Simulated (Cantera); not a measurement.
Mixture: CO : H2 : O2 : N2 = 1 : 0.45 : 0.815 : 3.06 (molar parts), at 18000 Torr, adiabatic and at constant pressure. Ignition delay is the time to a rise of 400 K.

Computed with Cantera and GRI-Mech 3.0 (53 species, 325 reactions). The hydrogen kinetics of GRI-Mech 3.0 are dated; newer H2 mechanisms differ, most at raised pressure. The pressure lies above the range GRI-Mech 3.0 was tuned for (to about 10 atm).

**Question.** Predict: delay at 1000 K; delay at 1100 K; delay at 1200 K; delay at 1300 K; delay at 1400 K; apparent activation energy between 1300 and 1400 K.

**Answer.** 
| Item | Value |
|---|---|
| delay at 1000 K | 3.25 ms |
| delay at 1100 K | 0.398 ms |
| delay at 1200 K | 60.7 µs |
| delay at 1300 K | 10.1 µs |
| delay at 1400 K | 2.61 µs |
| apparent activation energy between 1300 and 1400 K | 210 kJ/mol |
